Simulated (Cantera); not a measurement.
An isothermal, constant-pressure homogeneous reactor starts with 54.5 % H2, 45.5 % O2, equivalence ratio 0.60, at 1175 K and 20.0 Torr.

Computed with Cantera and the H2/O2 subset of GRI-Mech 3.0, which has no nitrogen chemistry. Radical loss at walls, strong at low pressure, is not modelled. The temperature is held fixed by assumption; the heat of reaction is taken as removed at once.

x: mole fraction; the columns are a selection and need not sum to one.

| t (s) | x H2 | x O2 | x HO2 | x O | x H2O | x H | x H2O2 |
|---|---|---|---|---|---|---|---|
| 1.00e-6 | 0.545 | 0.455 | 2.81e-10 | 2.65e-12 | <1e-12 | 2.79e-10 | <1e-12 |
| 4.91e-6 | 0.545 | 0.455 | [?] | 5.71e-11 | 2.61e-11 | 1.35e-9 | <1e-12 |
| 2.41e-5 | 0.545 | 0.455 | [?] | 9.82e-10 | 1.73e-9 | 7.51e-9 | 5.77e-12 |
| 0.000118 | 0.545 | 0.455 | [?] | 3.13e-8 | 1.67e-7 | 1.69e-7 | 1.40e-10 |
| 0.000581 | 0.495 | 0.433 | [?] | 0.00540 | 0.0345 | 0.0287 | 1.05e-7 |
| 0.00285 | 0.0368 | 0.249 | [?] | 0.0270 | 0.590 | 0.0859 | 1.76e-6 |
| 0.0140 | 0.00145 | 0.249 | [?] | 0.000799 | 0.746 | 0.000463 | 1.69e-6 |
| 0.0688 | 4.26e-5 | 0.250 | [?] | 2.49e-5 | 0.750 | 2.52e-6 | 2.48e-7 |
| 0.338 | 3.78e-6 | 0.250 | [?] | 2.43e-6 | 0.750 | 7.53e-8 | 4.25e-8 |
| 1.66 | 5.66e-7 | 0.250 | [?] | 3.80e-7 | 0.750 | 4.61e-9 | 8.33e-9 |
| 8.15 | 1.20e-7 | 0.250 | 1.17e-8 | 8.04e-8 | 0.750 | 4.57e-10 | 1.98e-9 |
| 40.0 | 6.94e-8 | 0.250 | [?] | 4.52e-8 | 0.750 | 2.00e-10 | 1.17e-9 |

Q: Fill in the missing entries.

A: 
- 4.91e-6, x HO2: 1.38e-9
- 2.41e-5, x HO2: 6.78e-9
- 0.000118, x HO2: 3.40e-8
- 0.000581, x HO2: 7.70e-6
- 0.00285, x HO2: 2.14e-5
- 0.0140, x HO2: 1.26e-5
- 0.0688, x HO2: 9.29e-7
- 0.338, x HO2: 1.01e-7
- 1.66, x HO2: 1.98e-8
- 40.0, x HO2: 1.27e-8
